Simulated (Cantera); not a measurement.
# Oxide etching and cleaning by halides: MgO + HBr + N2

A closed system holds: 1 mol MgO, 2.9 mol HBr, 0.35 mol N2, equilibrated at 0.0540 bar.

Equilibrium computed with Cantera from the NASA thermochemical tables; the gas is ideal and each condensed phase is pure. Candidate condensed phases: Br2, H2O, Mg, MgBr2, MgO, Mg(OH)2; 36 gas species. Kinetics and transport are ignored.

From 927 °C to 1602 °C the condensed part is MgO(s). The main Mg-bearing gas is MgBr2 throughout. The share of Mg in condensed phases is highest at 927 °C (85.1 %) and lowest at 1602 °C (40.5 %).

```tsv
T (°C)	x HBr	x H2O	x MgBr2	x Br	x N2	x H2	x Br2	n MgO(s)
927	0.792	0.0458	0.0458	0.00491	0.107	0.00322	0.000769	0.851
1002	0.754	0.0621	0.0621	0.00898	0.107	0.00529	0.000804	0.797
1077	0.709	0.0797	0.0797	0.0150	0.107	0.00833	0.000802	0.739
1152	0.661	0.0979	0.0979	0.0235	0.106	0.0125	0.000771	0.678
1227	0.610	0.116	0.116	0.0346	0.106	0.0180	0.000723	0.618
1302	0.557	0.132	0.132	0.0485	0.105	0.0249	0.000663	0.561
1377	0.505	0.146	0.146	0.0651	0.104	0.0331	0.000598	0.510
1452	0.455	0.157	0.157	0.0844	0.103	0.0426	0.000533	0.467
1527	0.407	0.166	0.165	0.106	0.102	0.0532	0.000469	0.432
1602	0.362	0.171	0.170	0.130	0.101	0.0645	0.000409	0.405
```
x: gas mole fraction; n: condensed amount in mol.
